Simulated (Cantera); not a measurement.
A closed system holds: 1 mol AlCl₃, 1.9 mol N₂O, 130 mol N₂, held at 1200 Pa.

Cantera equilibrium calculation (NASA polynomials, part measured and part estimated; ideal gas, pure solids and liquids). Candidate condensed phases: Al, AlCl₃, AlN, Al₂O₃; 24 gas species. Rates play no part.

**Question.** At 1050 K, list the 4 most abundant gas species with their mole fractions, and the condensed phases.

**Answer.** N₂ 0.987, Cl₂ 0.0108, O₂ 0.00149, Cl 0.000753. Condensed: Al₂O₃(s).
